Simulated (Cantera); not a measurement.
Source: NASA polynomial tables (part measured, part estimated), evaluated in Cantera. Values are per mole of reaction as written; species without (g) are pure solids or liquids, kept so even where they would boil at 1 bar.

Q: Between 598 and 898 K, where is each reaction favourable under standard conditions?
- 2 V₂O₅ + N₂(g) → 2 NO(g) + 2 V₂O₄

A: 
- 2 V₂O₅ + N₂(g) → 2 NO(g) + 2 V₂O₄: ΔG° is 311 kJ at 598 K and 243 kJ at 898 K; it stays positive (K < 1). ΔH° is 444 kJ and ΔS° 223 J/K at 898 K.
